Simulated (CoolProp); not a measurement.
Vapour-liquid equilibrium of acetone (1) + n-nonane (2) at 100.15 °C; x and y are mole fractions of (1).

Computed with CoolProp (multi-fluid Helmholtz-energy mixture model, Lemmon 2006 and Lemmon 2006; pair parameters Bell 2016).

```json
[
 {"x": "0.05", "bubble pressure, mixture model (MPa)": "?", "bubble pressure, Raoult's law (MPa)": "0.03880", "y, mixture model": "0.703", "y, Raoult's law": "0.482"},
 {"x": "0.2", "bubble pressure, mixture model (MPa)": "?", "bubble pressure, Raoult's law (MPa)": "0.09168", "y, mixture model": "0.887", "y, Raoult's law": "0.815"},
 {"x": "0.35", "bubble pressure, mixture model (MPa)": "?", "bubble pressure, Raoult's law (MPa)": "0.1446", "y, mixture model": "0.920", "y, Raoult's law": "0.905"},
 {"x": "0.5", "bubble pressure, mixture model (MPa)": "0.2630", "bubble pressure, Raoult's law (MPa)": "0.1975", "y, mixture model": "?", "y, Raoult's law": "0.946"},
 {"x": "0.65", "bubble pressure, mixture model (MPa)": "?", "bubble pressure, Raoult's law (MPa)": "0.2503", "y, mixture model": "0.948", "y, Raoult's law": "0.970"},
 {"x": "0.8", "bubble pressure, mixture model (MPa)": "?", "bubble pressure, Raoult's law (MPa)": "0.3032", "y, mixture model": "0.964", "y, Raoult's law": "0.986"},
 {"x": "0.95", "bubble pressure, mixture model (MPa)": "0.3582", "bubble pressure, Raoult's law (MPa)": "0.3561", "y, mixture model": "?", "y, Raoult's law": "0.997"}
]
```

**Question.** Some entries are withheld; supply them.

**Answer.** 
- 0.05, bubble pressure, mixture model (MPa): 0.07042
- 0.2, bubble pressure, mixture model (MPa): 0.1739
- 0.35, bubble pressure, mixture model (MPa): 0.2301
- 0.5, y, mixture model: 0.935
- 0.65, bubble pressure, mixture model (MPa): 0.2894
- 0.8, bubble pressure, mixture model (MPa): 0.3193
- 0.95, y, mixture model: 0.989

The largest gap from Raoult's law is +89.7 % in bubble pressure, at x = 0.2. No azeotrope shows between x = 0.05 and 0.95.

Pair parameters are fitted to limited data, so mixtures are less certain than the pure fluids. With so large a gap from Raoult's law the liquid may split in two, which this calculation doesn't test in full.
